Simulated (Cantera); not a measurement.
An adiabatic, constant-volume homogeneous reactor starts with 8.24 % CH₄, 10.3 % O₂, 81.5 % N₂, equivalence ratio 1.6, at 1325 K and 9.87 atm.

Computed with Cantera and GRI-Mech 3.0 (53 species, 325 reactions).

One state of this run: T (K) = 2417; P (bar) = 19.4; x CH₄ = 1.86e-10; x O₂ = 2.45e-6; x N₂O = 1.61e-8; x NO = 6.69e-5; x C₂H₆ = <1e-12. x: mole fraction; the columns are a selection and need not sum to one.

### Question
Which value of t (s) does it belong to?
A) 3.84e-5
B) 0.000148
C) 0.00218
D) 0.0321

### Answer
D, 0.0321
